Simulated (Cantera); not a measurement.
Feed: 1 mol Si, 2.1 mol N2O, 290 mol N2, equilibrated at 1350 °C and 13.3 mbar.

These are equilibrium values from Cantera (NASA tables, ideal gas, pure condensed phases), not measurements of a reactor. Candidate condensed phases: Si, SiO2, Si2N2O, Si3N4; 16 gas species. The tables hold silica as quartz up to 1696 K and as liquid above; real silica turns to tridymite and cristobalite and melts near 1996 K. Kinetics and transport are ignored.

### Question
What is the equilibrium state?

### Answer
| Item | Result |
|---|---|
| x(N2) | 1.000 |
| x(O2) | 0.000139 |
| x(NO) | 6.19e-5 |
| x(O) | 1.95e-6 |
| n(SiO2(β-quartz)) | 1.000 mol |
| gas amount | 292.1 mol |
| log10 activity of Si(s) (absent) | -14.30 |
